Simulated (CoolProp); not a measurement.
Vapour-liquid equilibrium of carbon dioxide (1) + dimethyl ether (2) at 230.5 K; x and y are mole fractions of (1).

The numbers come from the multi-fluid Helmholtz-energy mixture model, Span 1996 and Wu 2011; pair parameters Bell 2016 in CoolProp.

```
x     bubble pressure, mixture model (MPa)  bubble pressure, Raoult's law (MPa)  y, mixture model  y, Raoult's law
----  ------------------------------------  -----------------------------------  ----------------  ---------------
0.05                               0.07055                              0.08672             0.410            0.525
0.2                                 0.1645                               0.2167             0.783            0.840
0.35                                0.2775                               0.3467                 ?            0.919
0.5                                 0.4084                               0.4767             0.945            0.954
0.65                                     ?                               0.6067             0.972            0.975
0.8                                 0.7060                               0.7367             0.988            0.988
0.95                                     ?                               0.8666                 ?            0.997
```

Question: Complete the blanks.

Answer: 
- 0.35, y, mixture model: 0.895
- 0.65, bubble pressure, mixture model (MPa): 0.5533
- 0.95, bubble pressure, mixture model (MPa): 0.8595
- 0.95, y, mixture model: 0.998

The largest gap from Raoult's law is -24.1 % in bubble pressure, at x = 0.2. No azeotrope shows between x = 0.05 and 0.95.

Pair parameters are fitted to limited data, so mixtures are less certain than the pure fluids.
